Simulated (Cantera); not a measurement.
**Aluminium nitride and oxide growth: AlCl3 + H2O + N2**

A closed system holds: 1 mol AlCl3, 0.36 mol H2O, a varied amount of N2, held at 1502 °C and 2800 Pa.

These are equilibrium values from Cantera (NASA tables, ideal gas, pure condensed phases), not measurements of a reactor. Candidate condensed phases: Al, AlCl3, AlN, Al2O3, H2O, NH4Cl; 45 gas species. The tables' values for AlCl2 are old estimates; treat these amounts as uncertain. The numbers say what is thermodynamically allowed, not how fast it happens.

From 1.4 mol N2 to 490 mol N2 the condensed part is Al2O3(s). The main Al-bearing gas is AlCl3 throughout.

| n(N2) (mol) | log p N2 | log p AlCl3 | log p HCl | log p Cl | log p AlCl2 | n Al2O3(s) |
|---|---|---|---|---|---|---|
| 1.4 | -1.87 | -2.15 | -2.16 | -3.59 | -3.79 | 0.120 |
| 2.8 | -1.74 | -2.32 | -2.33 | -3.68 | -3.87 | 0.120 |
| 5.9 | -1.65 | -2.56 | -2.57 | -3.80 | -3.99 | 0.120 |
| 12 | -1.61 | -2.83 | -2.83 | -3.93 | -4.12 | 0.120 |
| 26 | -1.58 | -3.15 | -3.14 | -4.08 | -4.30 | 0.120 |
| 54 | -1.57 | -3.47 | -3.45 | -4.23 | -4.47 | 0.120 |
| 110 | -1.56 | -3.80 | -3.75 | -4.37 | -4.66 | 0.120 |
| 230 | -1.56 | -4.15 | -4.07 | -4.51 | -4.87 | 0.120 |
| 490 | -1.55 | -4.54 | -4.39 | -4.66 | -5.11 | 0.119 |
log p: log10 of the partial pressure in bar; n: condensed amount in mol.
